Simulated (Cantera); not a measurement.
Charge: 1 mol Si₂H₆, 0.8 mol O₂, 10 mol N₂, equilibrated at 4.80 Torr.

Method: chemical equilibrium by Gibbs-energy minimisation in Cantera with the NASA 1993 tables (ideal gas, pure condensed phases). Candidate condensed phases: H₂O, Si, SiO₂, Si₂N₂O, Si₃N₄; 35 gas species. The feed counts by its element totals alone. The tables' values for SiN are old estimates; treat these amounts as uncertain. Gases not in the tables: Si₂H₆ and higher silanes. Equilibrium is a limit: real reactors are often held back by kinetics, nucleation or transport.

Task: At 1727 °C, list the 5 most abundant gas species with their mole fractions, and the condensed phases.

Result: N₂ 0.677, H₂ 0.198, SiO 0.108, H 0.00906, Si 0.00680. Condensed: Si(l).
